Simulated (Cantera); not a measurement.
A Cantera script and its output.

```python
import numpy as np
import cantera as ct

gas = ct.Solution("gri30.yaml")
gas.TPX = 1248, 370, {'H2': 0.0089, 'O2': 1, 'N2': 0.4, 'H2O': 0.041}
reactor = ct.IdealGasConstPressureReactor(gas, energy="off", clone=False)
net = ct.ReactorNet([reactor])
net.rtol, net.atol = 1e-08, 1e-18
show = ['H2', 'O2', 'NO', 'H', 'H2O', 'H2O2', 'N2O']
times = np.geomspace(2e-06, 40, 13)

steps = ct.SolutionArray(gas, extra=["t"])
rows = []
print(f"{'t/s':>10s}{'T/K':>9s}{'P/Pa':>11s}" + "".join(f"{s:>11s}" for s in show))
for t in times:
    while net.time < t:
        t_next = net.step()
        steps.append(gas.state, t=t_next)
    rows.append([np.interp(t, steps.t, y) for y in (steps.T, steps.P, *steps(*show).X.T)])
    print(f"{t:10.3e}{rows[-1][0]:9.1f}{rows[-1][1]:11.4g}" + "".join(f"{x:11.3e}" for x in rows[-1][2:]))
rate = np.gradient(steps.T, steps.t)
print("integrator steps:", len(steps.t))
if steps.T.max() > steps.T[0] + 200:
    print(f"time of steepest temperature rise: {steps.t[rate.argmax()]:.4e} s")
gas.TPX = 1248, 370, {'H2': 0.0089, 'O2': 1, 'N2': 0.4, 'H2O': 0.041}
gas.equilibrate("TP")
print(f"equilibrium (TP): T = {gas.T:.1f} K  " + "  ".join(f"{s} {gas[s].X[0]:.3e}" for s in show))
```

Result:

```
       t/s      T/K       P/Pa         H2         O2         NO          H        H2O       H2O2        N2O
 2.000e-06   1248.0        370  6.138e-03  6.897e-01  1.547e-27  5.136e-12  2.828e-02  1.462e-18  8.594e-19
 8.118e-06   1248.0        370  6.138e-03  6.897e-01  8.628e-26  2.049e-11  2.828e-02  2.339e-17  3.490e-18
 3.295e-05   1248.0        370  6.138e-03  6.897e-01  6.094e-24  7.766e-11  2.828e-02  3.850e-16  1.419e-17
 1.337e-04   1248.0        370  6.138e-03  6.897e-01  4.448e-22  2.449e-10  2.828e-02  6.328e-15  5.806e-17
 5.429e-04   1248.0        370  6.138e-03  6.897e-01  2.429e-20  5.118e-10  2.828e-02  1.034e-13  2.434e-16
 2.204e-03   1248.0        370  6.138e-03  6.897e-01  8.477e-19  1.263e-09  2.828e-02  1.663e-12  1.123e-15
 8.944e-03   1248.0        370  6.138e-03  6.897e-01  5.704e-17  2.088e-08  2.828e-02  2.487e-11  7.619e-15
 3.630e-02   1248.0        370  2.389e-03  6.863e-01  1.237e-11  3.202e-04  3.118e-02  1.560e-08  2.886e-11
 1.474e-01   1248.0        370  1.089e-04  6.844e-01  1.216e-09  3.903e-04  3.350e-02  1.220e-08  9.436e-10
 5.981e-01   1248.0        370  8.531e-05  6.853e-01  5.107e-09  2.696e-04  3.368e-02  1.144e-08  1.874e-09
 2.428e+00   1248.0        370  3.909e-05  6.871e-01  1.126e-08  8.292e-05  3.403e-02  8.856e-09  2.261e-09
 9.855e+00   1248.0        370  7.380e-06  6.884e-01  1.530e-08  6.760e-06  3.434e-02  4.165e-09  2.722e-09
 4.000e+01   1248.0        370  8.690e-07  6.887e-01  1.725e-08  2.730e-07  3.446e-02  1.103e-09  2.891e-09
integrator steps: 1120
equilibrium (TP): T = 1248.0 K  H2 2.285e-08  O2 6.886e-01  NO 3.001e-04  H 1.168e-09  H2O 3.451e-02  H2O2 6.312e-11  N2O 7.367e-10
```

Detailed kinetics in Cantera: GRI-Mech 3.0 (53 species, 325 reactions). Radical loss at walls, strong at low pressure, is not modelled.
